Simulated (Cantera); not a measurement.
Cantera run:

```python
import numpy as np
import cantera as ct

gas_names = """
    AL ALCL ALCL2 ALCL3 ALH AL2 AL2CL6 CL CL2 H HCL H2
""".split()
cond_names = """
    AL(cr) AL(L) ALCL3(s) ALCL3(L)
""".split()


def load(file, names, dense=False):
    # The tables refer to 1 bar. Condensed volumes are neglected.
    table = {s.name: s for s in ct.Species.list_from_file(file)}
    out = []
    for n in names:
        d = dict(table[n].input_data)
        d["thermo"] = dict(d["thermo"], **{"reference-pressure": 1e5})
        if dense:
            d["equation-of-state"] = {"model": "constant-volume", "density": "1e6 g/cm^3"}
        out.append(ct.Species.from_dict(d))
    return out


gas = ct.Solution(thermo="ideal-gas", species=load("nasa_gas.yaml", gas_names))
cond = {s.name: ct.Solution(thermo="fixed-stoichiometry", species=[s], name=s.name)
        for s in load("nasa_condensed.yaml", cond_names, dense=True)}
atoms = {
    'Al': {'AL': 1},
    'HCl': {'H': 1, 'CL': 1},
    'H2': {'H': 2},
}
top_T = {}  # K; cautious upper limits of use, not melting points


def equilibrate(T, P, feed):
    n = {}
    for name, mol in feed.items():
        for a, k in atoms[name].items():
            n[a] = n.get(a, 0.0) + k * mol
    gas.TPX = T, P, n
    mass = sum(n.values()) * gas.mean_molecular_weight
    gas.equilibrate("TP")
    valid = [c for c in cond.values() if c.min_temp <= T <= top_T.get(c.name, c.max_temp)]
    mix = ct.Mixture([(gas, mass / gas.mean_molecular_weight)] + [(c, 0.0) for c in valid])
    mix.T, mix.P = T, P
    mix.equilibrate("TP", solver="vcs", rtol=1e-11, max_steps=5000)
    return mix


results = []
feed = {'Al': 1, 'HCl': 12, 'H2': 5.9}  # mol
T = 825  # K
P = 2600  # Pa
mix = equilibrate(T, P, feed)
results.append((T, P, feed, dict(zip(mix.species_names, mix.species_moles))))
print(gas.report(threshold=1e-06))
for i in range(1, mix.n_phases):
    print(f"{mix.phase(i).name:16s} {mix.phase_moles(i):12.5e} mol")
```

Output:

```
       temperature   825 K
          pressure   2600 Pa
           density   0.010379 kg/m^3
  mean mol. weight   27.382 kg/kmol
   phase of matter   gas

                          1 kg             1 kmol
                     ---------------   ---------------
          enthalpy       -2.3506e+06       -6.4366e+07  J
   internal energy       -2.6011e+06       -7.1225e+07  J
           entropy            8788.4        2.4065e+05  J/K
    Gibbs function       -9.6011e+06        -2.629e+08  J
 heat capacity c_p            1210.6             33150  J/K
 heat capacity c_v            906.99             24836  J/K

                      mass frac. Y      mole frac. X     chem. pot. / RT
                     ---------------   ---------------   ---------------
             ALCL3           0.27828           0.05715           -133.05
            AL2CL6         0.0016121        0.00016554           -266.09
               HCL           0.68879           0.51733           -41.581
                H2          0.031317           0.42536           -21.554
     [   +8 minor]        4.8136e-09        1.4038e-09

AL(cr)            0.00000e+00 mol
ALCL3(L)          0.00000e+00 mol
```

Equilibrium computed with Cantera from the NASA thermochemical tables; the gas is ideal and each condensed phase is pure.
